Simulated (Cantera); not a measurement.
A closed system holds: 1 mol SO2, equilibrated at 2775 K and 1 atm.

Method: chemical equilibrium by Gibbs-energy minimisation in Cantera with the NASA 1993 tables (ideal gas, pure condensed phases). Candidate condensed phases: S; 10 gas species. Kinetics and transport are ignored.

Base state: SO2 0.849, SO 0.0935, O2 0.0446, O 0.0103, S 0.00232, S2 0.000354, SO3 0.000216, S2O 0.000100 (mole fractions); condensed: gas only.

**Question.** What changes in the equilibrium state with this change: SO2 replaced by HBr?

**Answer.** 
```tsv
species	before	after
Br	0	0.425
HBr	0	0.344
H2	0	0.197
SO2	0.849	0
SO	0.0935	0
O2	0.0446	0
H	0	0.0330
O	0.0103	0
S	0.00232	0
Br2	0	0.00119
S2	0.000354	0
```
Further candidate phases: Br2.
